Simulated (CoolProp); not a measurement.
Properties of 1,2-dichloroethane along the isobar 16300 kPa (Tc = 288.4 °C, pc = 5226 kPa, ω = 0.269).

Values from CoolProp's reference Helmholtz-energy equation of state, Thol 2015.

| T (°C) | phase | density (kg/m³) | speed of sound (m/s) | expansivity (1/kK) | fugacity coefficient |
|---|---|---|---|---|---|
| -8.85 | liquid | 1306 | 1393 | 1.008 | 0.0001761 |
| 12.65 | liquid | 1277 | 1314 | 1.043 | … |
| 34.05 | liquid | 1249 | 1236 | 1.085 | 0.001616 |
| 55.45 | liquid | 1219 | 1159 | 1.135 | 0.003786 |
| 76.85 | liquid | … | 1085 | 1.194 | 0.007822 |
| 98.35 | liquid | 1158 | 1011 | 1.264 | 0.01462 |
| 119.75 | liquid | 1126 | 938.7 | 1.343 | 0.02503 |
| 141.15 | liquid | 1093 | 868.2 | 1.433 | 0.03991 |
| 162.55 | liquid | 1059 | 799.7 | 1.535 | 0.05997 |
| 184.05 | liquid | … | … | 1.652 | 0.08577 |
| 205.45 | liquid | 986.7 | 670.0 | 1.788 | 0.1172 |
| 226.85 | liquid | 948.0 | 609.3 | 1.950 | 0.1544 |

Question: Fill in the missing entries.

Answer: 
- 12.65, fugacity coefficient: 0.0005903
- 76.85, density (kg/m³): 1189
- 184.05, density (kg/m³): 1024
- 184.05, speed of sound (m/s): 733.4
